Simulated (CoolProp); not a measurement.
Properties of CHF3 (R23) at several states.

The numbers come from the reference Helmholtz-energy equation of state, Penoncello 2003 in CoolProp.

| T (K) | p (MPa) | phase | expansivity (1/kK) | viscosity (µPa s) | Prandtl number |
|---|---|---|---|---|---|
| 289.2 | 0.443 | gas | 3.952 | (withheld) | (withheld) |
| 162 | 0.295 | liquid | (withheld) | (withheld) | (withheld) |
| 291.2 | 0.0366 | gas | 3.470 | (withheld) | (withheld) |
| 243.1 | 0.0544 | gas | 4.240 | (withheld) | 0.759 |

Q: Some entries are withheld; supply them.

A: 
- 289.2, viscosity (µPa s): 14.5
- 289.2, Prandtl number: 0.805
- 162, expansivity (1/kK): 2.278
- 162, viscosity (µPa s): 529
- 162, Prandtl number: 3.81
- 291.2, viscosity (µPa s): 14.6
- 291.2, Prandtl number: 0.801
- 243.1, viscosity (µPa s): 12.2

Viscosity comes from a separate model (Shan 2000). Thermal conductivity comes from a separate model (Shan 2000).
